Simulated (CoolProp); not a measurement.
A simple Rankine cycle with water: condensing at 330.15 K, boiler at 0.139 MPa, turbine inlet 384.3 K, turbine efficiency 0.7, pump efficiency 0.8, no recuperator. Each further row changes one setting.

The numbers come from the reference Helmholtz-energy equation of state, Wagner 2002 in CoolProp.

```json
[
 {"case": "as stated", "thermal efficiency (%)": "9.1", "net work (kJ/kg)": "224", "heat in (kJ/kg)": "2460", "turbine exit temperature (K)": "330.1", "volume ratio over the turbine": "6.59"},
 {"case": "turbine inlet 404.3 K", "thermal efficiency (%)": "9.2", "net work (kJ/kg)": "229", "heat in (kJ/kg)": "2500", "turbine exit temperature (K)": "330.1", "volume ratio over the turbine": "6.34"},
 {"case": "condensing temperature 322.15 K", "thermal efficiency (%)": "10.5", "net work (kJ/kg)": "261", "heat in (kJ/kg)": "2490", "turbine exit temperature (K)": "322.2", "volume ratio over the turbine": "9.40"},
 {"case": "boiler pressure 0.0973 MPa", "thermal efficiency (%)": "7.6", "net work (kJ/kg)": "187", "heat in (kJ/kg)": "2460", "turbine exit temperature (K)": "330.1", "volume ratio over the turbine": "4.67"},
 {"case": "turbine efficiency 0.6", "thermal efficiency (%)": "7.8", "net work (kJ/kg)": "192", "heat in (kJ/kg)": "2460", "turbine exit temperature (K)": "330.1", "volume ratio over the turbine": "6.68"}
]
```

The expansion ends wet for: as stated; turbine inlet 404.3 K; condensing temperature 322.15 K; boiler pressure 0.0973 MPa; turbine efficiency 0.6.
